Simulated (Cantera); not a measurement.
Source: NASA polynomial tables (part measured, part estimated), evaluated in Cantera. Values are per mole of reaction as written; species without (g) are pure solids or liquids, kept so even where they would boil at 1 bar.

Q: Between 800 and 1850 K, where is each reaction favourable under standard conditions?
- N2(g) + O2(g) = 2 NO(g)
- 4 NO(g) = 2 N2O(g) + O2(g)
- 6 NO(g) = 3 N2(g) + 2 O3(g)

A: 
- N2(g) + O2(g) = 2 NO(g): ΔG° is 163 kJ at 800 K and 136 kJ at 1850 K; it stays positive (K < 1). ΔH° is 183 kJ and ΔS° 25 J/K at 1850 K.
- 4 NO(g) = 2 N2O(g) + O2(g): ΔG° is -43 kJ at 800 K and 161 kJ at 1850 K; it changes sign between 950 and 1100 K. ΔH° is -190 kJ and ΔS° -190 J/K at 1850 K.
- 6 NO(g) = 3 N2(g) + 2 O3(g): ΔG° is -94 kJ at 800 K and 127 kJ at 1850 K; it changes sign between 1100 and 1250 K. ΔH° is -256 kJ and ΔS° -207 J/K at 1850 K.
